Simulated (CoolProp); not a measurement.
A single-stage vapour-compression cycle with n-butane: evaporating at 323.15 K (dew point), condensing at 377.15 K (bubble point), superheat 2 K, subcooling 0 K, compressor efficiency 0.65, no pressure losses. Each further row changes one setting.

Values from CoolProp's reference Helmholtz-energy equation of state, Bücker 2006.

| case | cooling COP | pressure ratio | discharge temperature (K) | refrigerating effect (kJ/kg) | volumetric capacity (kJ/m³) |
|---|---|---|---|---|---|
| as stated | 2.55 | 3.32 | 379.8 | 185 | 2240 |
| evaporating temperature 328.15 K | [?] | [?] | 379.6 | 192 | [?] |
| condensing temperature 372.15 K | 2.98 | 3.02 | 375.0 | [?] | 2430 |
| subcooling 5 K | [?] | 3.32 | 379.8 | 201 | 2430 |
| superheat 12 K | 2.66 | 3.32 | 389.2 | 205 | 2370 |
| compressor efficiency 0.55 | [?] | 3.32 | [?] | 185 | 2240 |

Fill in the missing entries.


- evaporating temperature 328.15 K, cooling COP: 2.96
- evaporating temperature 328.15 K, pressure ratio: 2.92
- evaporating temperature 328.15 K, volumetric capacity (kJ/m³): 2640
- condensing temperature 372.15 K, refrigerating effect (kJ/kg): 200
- subcooling 5 K, cooling COP: 2.76
- compressor efficiency 0.55, cooling COP: 2.16
- compressor efficiency 0.55, discharge temperature (K): 384.9
